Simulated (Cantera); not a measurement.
Ignition delay

Mixture: H2 : O2 : N2 : NO = 1 : 0.549 : 2.07 : 0.0079 (molar parts), at 0.900 bar, adiabatic and at constant volume. Ignition delay is the time to a rise of 400 K.

Model: GRI-Mech 3.0 (53 species, 325 reactions), integrated in Cantera. The mechanism lacks 2 NO + O2 → 2 NO2 and HONO, so NO2 and the effect of NO are under-described below about 1400 K. Where the delays flatten at high temperature, the 400 K rule measures the pace of heat release, not the induction time.

| T0 (K) | delay (ms) |
|---|---|
| 1150 | 0.0645 |
| 1200 | 0.0490 |
| 1250 | 0.0386 |
| 1300 | 0.0313 |
| 1350 | 0.0262 |
| 1400 | 0.0225 |
| 1450 | 0.0198 |
| 1500 | 0.0178 |
